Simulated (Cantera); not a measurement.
An isothermal, constant-pressure homogeneous reactor starts with NO : N2 = 1 : 1 (molar parts), at 2025 K and 0.0148 atm.

Computed with Cantera and GRI-Mech 3.0 (53 species, 325 reactions). Radical loss at walls, strong at low pressure, is not modelled.

x: mole fraction; the columns are a selection and need not sum to one.

```tsv
t (s)	x NO	x O2	x N2O	x N2	x NO2
0.000700	0.500	1.65e-8	?	0.500	1.11e-8
0.00150	0.500	7.63e-8	?	0.500	4.77e-8
0.00320	0.500	3.58e-7	?	0.500	1.93e-7
0.00685	0.500	1.72e-6	?	0.500	6.98e-7
0.0146	0.500	8.75e-6	?	0.500	2.14e-6
0.0313	0.500	4.72e-5	?	0.500	5.24e-6
0.0670	0.499	0.000250	?	0.500	9.60e-6
0.143	0.497	0.00108	9.33e-5	0.501	1.33e-5
0.307	0.492	0.00345	8.65e-5	0.504	1.63e-5
0.656	0.481	0.00904	?	0.509	2.10e-5
1.40	0.454	0.0221	?	0.522	2.87e-5
3.00	0.393	0.0525	?	0.553	3.81e-5
```

### Question
Fill in the missing entries.

### Answer

- 0.000700, x N2O: 3.59e-6
- 0.00150, x N2O: 7.55e-6
- 0.00320, x N2O: 1.56e-5
- 0.00685, x N2O: 3.08e-5
- 0.0146, x N2O: 5.60e-5
- 0.0313, x N2O: 8.61e-5
- 0.0670, x N2O: 0.000101
- 0.656, x N2O: 7.93e-5
- 1.40, x N2O: 6.63e-5
- 3.00, x N2O: 4.46e-5
